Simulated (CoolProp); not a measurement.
The numbers come from the reference Helmholtz-energy equation of state, Lemmon 2006 in CoolProp. It is a short technical equation, of lower accuracy than the large ones.

Question: For carbonyl sulfide, give the phase and the Z, cp (kJ/(kg K)), cv (kJ/(kg K)), speed of sound (m/s) at 620 K and 170 bar.

Answer: 
- 620 K and 170 bar: supercritical; Z 0.876, cp 1.08, cv 0.753, speed of sound 318
